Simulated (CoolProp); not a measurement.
Vapour-liquid equilibrium of propane (1) + isopentane (2) at 241.2 K; x and y are mole fractions of (1).

Computed with CoolProp (multi-fluid Helmholtz-energy mixture model, Lemmon 2009 and Lemmon 2006; pair parameters Kunz 2012).

Give the bubble pressure and the first vapour's composition at x = 0.35, 0.875, 0.95. Is there an azeotrope?

x = 0.35: 65.63 kPa, y = 0.924; x = 0.875: 136.9 kPa, y = 0.991; x = 0.95: 147.8 kPa, y = 0.996. No azeotrope shows between x = 0.05 and 0.95.

Pair parameters are fitted to limited data, so mixtures are less certain than the pure fluids.
